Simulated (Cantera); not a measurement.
Input: 1 mol CS2, 2.1 mol H2O, 0.81 mol H2, 0.0066 mol SO2, held at 1.33 mbar.

These are equilibrium values from Cantera (NASA tables, ideal gas, pure condensed phases), not measurements of a reactor. Candidate condensed phases: C, C6H6, C7H8, C8H18, H2O, H2SO4, S; 123 gas species. The numbers say what is thermodynamically allowed, not how fast it happens. All values below are at 1902 °C.

Base state: H2 0.389, CO 0.172, S2 0.0853, H 0.0834, H2O 0.0750, S 0.0730, SO 0.0719, SO2 0.0211 (mole fractions); condensed: gas only.

Problem. What changes in the equilibrium state with this change: pressure from 1.33 mbar to 12.0 bar?

Solution. 
```json
[
 {"species": "H2", "before": "0.389", "after": "0.282"},
 {"species": "H2O", "before": "0.0750", "after": "0.203"},
 {"species": "CO", "before": "0.172", "after": "0.187"},
 {"species": "H2S", "before": "0.00158", "after": "0.136"},
 {"species": "H", "before": "0.0834", "after": "0.000748"},
 {"species": "S", "before": "0.0730", "after": "0.000960"},
 {"species": "SO", "before": "0.0719", "after": "0.00353"},
 {"species": "SO2", "before": "0.0211", "after": "0.00388"},
 {"species": "CO2", "before": "0.00636", "after": "0.0259"},
 {"species": "S2", "before": "0.0853", "after": "0.133"},
 {"species": "SH", "before": "0.0186", "after": "0.0198"},
 {"species": "CS2", "before": "2.50e-8", "after": "0.000102"},
 {"species": "O", "before": "0.000324", "after": "1.35e-7"},
 {"species": "O2", "before": "2.64e-5", "after": "4.10e-8"},
 {"species": "COS", "before": "2.61e-5", "after": "0.00337"},
 {"species": "OH", "before": "0.00216", "after": "7.23e-5"}
]
```
